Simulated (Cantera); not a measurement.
Source: NASA polynomial tables (part measured, part estimated), evaluated in Cantera. Values are per mole of reaction as written; species without (g) are pure solids or liquids, kept so even where they would boil at 1 bar.

### Question
Between 750 and 1425 K, where is each reaction favourable under standard conditions?
- 2 Ta + 5 O(g) = Ta2O5

### Answer
- 2 Ta + 5 O(g) = Ta2O5: ΔG° is -2731 kJ at 750 K and -2229 kJ at 1425 K; it stays negative (K > 1). ΔH° is -3277 kJ and ΔS° -735 J/K at 1425 K.
